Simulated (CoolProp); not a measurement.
The fluid at 298.15 K and 1.57 MPa flows at 0.51 m/s in a round tube of 10 mm bore and 45 µm roughness, fully developed (64/Re and Nu = 3.66 if laminar; Colebrook and Gnielinski if turbulent). The same conditions are run with several fluids, on thermodynamics alone (safety and materials aside).

Computed with CoolProp (reference Helmholtz-energy equation of state of each fluid (C3F8 (R218): Lemmon 2006; R11: Jacobsen 1992; R236EA: Rui 2013; n-nonane: Lemmon 2006; R124: de Vries 1995)).

Question: Rank C3F8 (R218), R11, R236EA, n-nonane, R124 by Reynolds number, highest first.

Answer: C3F8 (R218) (39400), R124 (27300), R236EA (18600), R11 (17200), n-nonane (5490)

| fluid | Darcy friction factor | pressure drop (Pa/m) | heat-transfer coefficient (W/(m² K)) | mass flow (kg/h) |
|---|---|---|---|---|
| C3F8 (R218) | 0.0318 | 553 | 1310 | 193 |
| R11 | 0.0344 | 661 | 1110 | 213 |
| R236EA | 0.0340 | 634 | 1250 | 206 |
| n-nonane | 0.0413 | 384 | 717 | 103 |
| R124 | 0.0327 | 580 | 1370 | 196 |

Transport values come from each fluid's own correlations; those of C3F8 (R218), R11, R236EA, R124 are estimates that may be off by 10 % or more.
